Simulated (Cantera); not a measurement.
# Equilibrium for silicon oxide and oxynitride deposition: HMDSO + H2O + O2

Charge: 1 mol HMDSO, 0.61 mol H2O, 9.4 mol O2, at 13.3 mbar.

These are equilibrium values from Cantera (NASA tables, ideal gas, pure condensed phases), not measurements of a reactor. Candidate condensed phases: C, C6H6, C7H8, C8H18, H2O, Si, SiC, SiO2; 123 gas species. The feed counts by its element totals alone. Equilibrium is a limit: real reactors are often held back by kinetics, nucleation or transport.

```tsv
T (K)	log p H2O	log p CO2	log p H2	log p CO	log p CH4	n C(graphite)	n SiO2(α-quartz)	n SiO2(β-quartz)
550	-2.20	-2.32	-2.85	-4.73	-3.08	0.143	2.00	0
575	-2.25	-2.31	-2.71	-4.37	-3.14	0	2.00	0
600	-2.28	-2.31	-2.59	-4.07	-3.27	0	2.00	0
625	-2.32	-2.31	-2.50	-3.81	-3.47	0	2.00	0
650	-2.35	-2.32	-2.44	-3.60	-3.76	0	2.00	0
675	-2.37	-2.32	-2.41	-3.45	-4.16	0	2.00	0
700	-2.37	-2.33	-2.41	-3.34	-4.64	0	2.00	0
725	-2.36	-2.34	-2.41	-3.26	-5.14	0	2.00	0
750	-2.36	-2.35	-2.42	-3.20	-5.64	0	2.00	0
775	-2.35	-2.36	-2.43	-3.14	-6.12	0	2.00	0
800	-2.34	-2.37	-2.44	-3.09	-6.57	0	2.00	0
825	-2.33	-2.37	-2.45	-3.05	-7.01	0	2.00	0
850	-2.32	-2.38	-2.46	-3.01	-7.43	0	0	2.00
```
log p: log10 of the partial pressure in bar; n: condensed amount in mol.

At 550 K the condensed part is C(graphite) + SiO2(α-quartz). From 575 K to 825 K the condensed part is SiO2(α-quartz). At 850 K the condensed part is SiO2(β-quartz).
